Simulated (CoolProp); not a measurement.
Aqueous potassium carbonate as a coolant, 6 % by mass, freezing at -2.0 °C, 1 atm.

Model: Melinder's fits for secondary coolants, in CoolProp.

```tsv
T (°C)	viscosity (mPa s)	Prandtl number	cp (kJ/(kg K))	density (kg/m³)
1.7	1.87	12.8	?	1058
5.3	1.68	11.4	3.841	1057
8.9	1.52	10.2	3.845	?
12.5	1.38	9.13	3.850	1055
16.1	1.26	8.26	?	1055
19.7	1.15	7.51	3.860	1053
23.3	1.06	6.85	3.865	1052
26.9	0.981	?	3.870	1051
30.5	0.910	5.78	3.876	1050
34.1	0.846	5.33	3.882	?
37.7	0.789	4.93	3.887	1047
```

Problem. What belongs in the gaps?

Solution. 
- 1.7, cp (kJ/(kg K)): 3.837
- 8.9, density (kg/m³): 1056
- 16.1, cp (kJ/(kg K)): 3.854
- 26.9, Prandtl number: 6.28
- 34.1, density (kg/m³): 1048
